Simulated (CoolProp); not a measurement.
Saturated liquid density (kg/m³) of R1123: the reference equation beside estimates from Tc = 331.7 K, pc = 45.49 bar, ω = 0.243. Rackett uses Z = 0.29056 − 0.08775 ω.

Values from CoolProp's reference Helmholtz-energy equation of state, Akasaka 2020.

| T (K) | reference | Rackett | van der Waals | Redlich-Kwong | Soave-Redlich-Kwong | Peng-Robinson |
|---|---|---|---|---|---|---|
| 216.4 | 1330 | 1326 | 802.9 | 1174 | 1213 | 1372 |
| 225.8 | 1300 | 1295 | 784.9 | 1142 | 1184 | 1340 |
| 235.3 | 1268 | 1263 | 765.8 | 1108 | 1152 | 1304 |
| 244.8 | 1235 | 1230 | 745.6 | 1072 | 1117 | 1266 |
| 254.2 | 1200 | 1195 | 724.4 | 1034 | 1080 | 1225 |
| 263.7 | 1163 | 1157 | 701.4 | 992.8 | 1039 | 1179 |
| 273.1 | 1123 | 1118 | 677.0 | 948.7 | 994.6 | 1129 |
| 282.6 | 1080 | 1075 | 650.0 | 900.2 | 944.9 | 1072 |
| 292.1 | 1032 | 1027 | 620.2 | 846.6 | 889.1 | 1008 |
| 301.5 | 977.5 | 973.9 | 586.9 | 787.1 | 826.0 | 934.9 |

Absolute difference from the reference over all 10 rows, mean and median: Rackett 0.4 and 0.4 %, van der Waals 39.7 and 39.7 %, Redlich-Kwong 14.8 and 14.2 %, Soave-Redlich-Kwong 11.0 and 10.3 %, Peng-Robinson 2.3 and 2.4 %.
